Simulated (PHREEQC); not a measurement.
Dissolve 2.5 mol/kgw H2SO4 and 0.028 mol/kgw Na2SO4 at 25 °C. Closed to the air; pH follows from the charge balance.

Computed with PHREEQC (Pitzer model, pitzer.dat).

This is a speciation only: nothing precipitates in the calculation.

Problem. Predict the pH, density, osmotic coefficient.

Solution. pH -0.88; density 1.138 g/cm³; osmotic coefficient 1.225.

Problem. In which forms is S present?

Solution. HSO4- 76 %, SO4-2 24 % of the S.

In brines, pH and single-ion activities rest on the MacInnes convention.
